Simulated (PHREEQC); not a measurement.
A solution holds 16 mmol/kgw HNO3, 0.14 mmol/kgw CaCl2 and 1.2 mmol/kgw MgCl2, at 40 °C. Closed to the air; pH follows from the charge balance.

Equilibrium calculation in PHREEQC: ion-association model, wateq4f.dat.

The ionic strength comes out as 0.0200 mol/kgw. What activity coefficients do H+, NO3-, Cl-, Ca+2, Mg+2 get?

H+ 0.89, NO3- 0.86, Cl- 0.86, Ca+2 0.58, Mg+2 0.59.

This is a speciation only: nothing precipitates in the calculation. Complexes and solids missing from the database can't appear. Away from 25 °C the constants follow the database's enthalpies or fits; those with neither stay at their 25 °C values.
